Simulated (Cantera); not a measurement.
A diamond (100) surface in a fixed gas of H2 with x(CH4) = 0.0025, x(H) = 0.037, x(CH3) = 2e-05, at 1048 K; coverages are run to steady state.

Model: the Harris–Goodwin 1993 mechanism for the reconstructed diamond (100) surface, integrated in Cantera.

θ: site fractions in the mechanism's names (c6HH fully hydrogenated, c6H* and c6*H radical sites, c6** diradical, c6HM methylated).

| P (Pa) | growth (µm/h) | θ c6HH | θ c6H* | θ c6*H | θ c6** | θ c6HM |
|---|---|---|---|---|---|---|
| 780 | … | 0.554 | 0.0228 | 0.409 | 0.0136 | 0.000221 |
| 1200 | … | 0.554 | 0.0228 | 0.409 | 0.0136 | 0.000229 |
| 1700 | … | 0.554 | 0.0229 | 0.409 | 0.0136 | 0.000233 |
| 2600 | … | 0.554 | 0.0230 | 0.409 | 0.0136 | 0.000237 |
| 3800 | … | 0.554 | 0.0231 | 0.409 | 0.0136 | 0.000239 |
| 5600 | … | 0.554 | 0.0232 | 0.409 | 0.0136 | 0.000241 |
| 8300 | … | 0.554 | 0.0234 | 0.409 | 0.0137 | 0.000242 |
| 12000 | … | 0.554 | 0.0237 | 0.408 | 0.0137 | 0.000244 |

Task: Some entries are withheld; supply them.

Result: 
- 780, growth (µm/h): 0.0929
- 1200, growth (µm/h): 0.148
- 1700, growth (µm/h): 0.213
- 2600, growth (µm/h): 0.331
- 3800, growth (µm/h): 0.488
- 5600, growth (µm/h): 0.725
- 8300, growth (µm/h): 1.08
- 12000, growth (µm/h): 1.57
